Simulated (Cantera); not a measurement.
Feed: 1 mol BF₃, 0.21 mol H₂O, held at 875 K and 0.320 bar.

Equilibrium computed with Cantera from the NASA thermochemical tables; the gas is ideal and each condensed phase is pure. Candidate condensed phases: B, B₂O₃, B₃O₃H₃, H₂O; 43 gas species. Kinetics and transport are ignored.

Base state: BF₃ 0.746, HF 0.127, H₂O 0.106, B₃O₃F₃ 0.0209, (HBO₂)₃ 0.000211 (mole fractions); condensed: gas only.

Problem. What changes in the equilibrium state with this change: 0.022 mol Cl₂ added?

Solution. 
| species | before | after |
|---|---|---|
| BF₃ | 0.746 | 0.731 |
| HF | 0.127 | 0.117 |
| H₂O | 0.106 | 0.0901 |
| HCl | 0 | 0.0335 |
| B₃O₃F₃ | 0.0209 | 0.0193 |
| O₂ | 1.63e-9 | 0.00838 |
| Cl₂ | 0 | 0.000602 |
